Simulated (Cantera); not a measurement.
A freely propagating, adiabatic, planar premixed flame of 8.43 % CH₄, 15.3 % O₂, 57.7 % N₂, 18.5 % H₂O, equivalence ratio 1.1, unburnt at 425 K and 16000 Pa; mixture-averaged transport, grid criteria slope 0.08 and curve 0.16, no radiation.

Model: GRI-Mech 3.0 (53 species, 325 reactions), integrated in Cantera. Burning velocities carry a grid error of a few per cent, more on coarse grids.

Q: Predict: laminar burning velocity; thermal thickness; peak x(HCN); peak x(CO); peak x(O).

A: 
```json
{
  "laminar_burning_velocity": "56.1 cm/s",
  "thermal_thickness": "2.82 mm",
  "peak x(HCN)": "2.21e-6",
  "peak x(CO)": "0.0421",
  "peak x(O)": "0.00182"
}
```
